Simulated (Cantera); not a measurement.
Input: 1 mol Al, a varied amount of HI, 3.7 mol H2, equilibrated at 1.30 bar.

Equilibrium computed with Cantera from the NASA thermochemical tables; the gas is ideal and each condensed phase is pure. Candidate condensed phases: Al, AlI3, I2; 11 gas species. The numbers say what is thermodynamically allowed, not how fast it happens.

Stable condensed phases, one row left out:

```
T in K \ n(HI) in mol
         0.14 0.21 0.32  0.5 0.76  1.2  1.8  2.8
   1550     A    A    A    A    A    B    B    B
   1500     A    A    A    A    A    B    B    B
   1450     A    A    A    A    A    B    B    B
   1400     A    A    A    A    A    B    B    B
   1350     A    A    A    A    A    B    B    B
   1300     A    A    A    A    A    A    B    B
   1250     A    A    A    A    A    A    B    B
   1150     A    A    A    A    A    A    A    B
```

A: Al; B: gas only.

Give the row for 1200 K.

0.14: Al; 0.21: Al; 0.32: Al; 0.5: Al; 0.76: Al; 1.2: Al; 1.8: Al; 2.8: gas only.
